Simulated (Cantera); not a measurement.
Feed: 1 mol CuO, 0.37 mol CH4, 0.012 mol CO, at 1252 °C.

These are equilibrium values from Cantera (NASA tables, ideal gas, pure condensed phases), not measurements of a reactor. Candidate condensed phases: C, C6H6, C7H8, C8H18, Cu, CuO, Cu(OH)2, Cu2O, H2O; 113 gas species. The numbers say what is thermodynamically allowed, not how fast it happens.

What share of the Cu ends up in condensed phases as a function of P (Pa), at 10, 42, 180, 750, 3200, 13000, 56000, 240000, 1000000?


```json
[
 {"P (Pa)": "10", "Cu condensed (%)": "84.0", "as": "Cu(l)"},
 {"P (Pa)": "42", "Cu condensed (%)": "96.6", "as": "Cu(l)"},
 {"P (Pa)": "180", "Cu condensed (%)": "99.2", "as": "Cu(l)"},
 {"P (Pa)": "750", "Cu condensed (%)": "99.8", "as": "Cu(l)"},
 {"P (Pa)": "3200", "Cu condensed (%)": "100.0", "as": "Cu(l)"},
 {"P (Pa)": "13000", "Cu condensed (%)": "100.0", "as": "Cu(l)"},
 {"P (Pa)": "56000", "Cu condensed (%)": "100.0", "as": "Cu(l)"},
 {"P (Pa)": "240000", "Cu condensed (%)": "100.0", "as": "Cu(l)"},
 {"P (Pa)": "1000000", "Cu condensed (%)": "100.0", "as": "Cu(l)"}
]
```
